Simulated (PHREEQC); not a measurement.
Dissolve 0.042 mol/kgw ZnSO4, 0.00091 mol/kgw MgSO4 and 3.8e-05 mol/kgw Na2SO4 at 25 °C. Closed to the air; pH follows from the charge balance.

Computed with PHREEQC (ion-association model, wateq4f.dat).

Precipitation was switched off in this run.

Question: What pH does the model give?

Answer: pH 5.61.

Question: In which forms is Na present?

Answer: Na+ 96 %, NaSO4- 3.7 % of the Na.
